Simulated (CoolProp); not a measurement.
Vapour-liquid equilibrium of carbon dioxide (1) + R142b (2) at 4.45 °C; x and y are mole fractions of (1).

Computed with CoolProp (multi-fluid Helmholtz-energy mixture model, Span 1996 and Lemmon 2006; pair parameters Bell 2016).

Task: Give the bubble pressure and the first vapour's composition at x = 0.05, 0.35, 0.5. Is there an azeotrope?

Result: x = 0.05: 0.3067 MPa, y = 0.452; x = 0.35: 1.313 MPa, y = 0.890; x = 0.5: 1.854 MPa, y = 0.931. No azeotrope shows between x = 0.05 and 0.95.

The pair parameters rest on a limited set of measurements; away from them the model extrapolates.
